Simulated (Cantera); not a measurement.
An adiabatic, constant-pressure homogeneous reactor starts with CO : H₂ : CH₄ : O₂ : N₂ = 1.8 : 0.46 : 0.084 : 0.408 : 1.53 (molar parts), equivalence ratio 3.2, at 1350 K and 3750 Torr.

Model: GRI-Mech 3.0 (53 species, 325 reactions), integrated in Cantera.

One state of this run: T (K) = 2553; x CO = 0.377; x H₂ = 0.0615; x CH₄ = 6.35e-11; x HO₂ = 2.74e-8; x C₂H₂ = <1e-12; x NO = 5.82e-5. x: mole fraction; the columns are a selection and need not sum to one.

Task: Which value of t (s) does it belong to?
A) 2.00e-6
B) 2.91e-5
C) 0.000424
D) 7.63e-6

Result: C, 0.000424
